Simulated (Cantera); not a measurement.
A perfectly stirred reactor is fed with H₂ : O₂ = 0.45 : 1 (molar parts), at 230 Pa; it is held at 1025 K, and followed from long to short residence time.

Detailed kinetics in Cantera: GRI-Mech 3.0 (53 species, 325 reactions). Radical loss at walls, strong at low pressure, is not modelled. The temperature is held fixed by assumption; the heat of reaction is taken as removed at once.

Problem. What does this change do: temperature 1025 to 1275 K?

Solution. 
```csv
quantity,before,after
x(H₂) at τ = 1.40 s,0.00500,0.00740
x(O₂) at τ = 1.40 s,0.621,0.604
x(O) at τ = 1.40 s,0.0108,0.0261
x(OH) at τ = 1.40 s,0.00309,0.0102
x(H₂O₂) at τ = 1.40 s,1.19e-7,1.04e-7
x(H₂) at τ = 56.0 ms,0.0250,0.0214
x(O₂) at τ = 56.0 ms,0.574,0.539
x(O) at τ = 56.0 ms,0.0448,0.0829
x(OH) at τ = 56.0 ms,0.00646,0.0160
x(H₂O₂) at τ = 56.0 ms,6.19e-8,7.01e-8
```
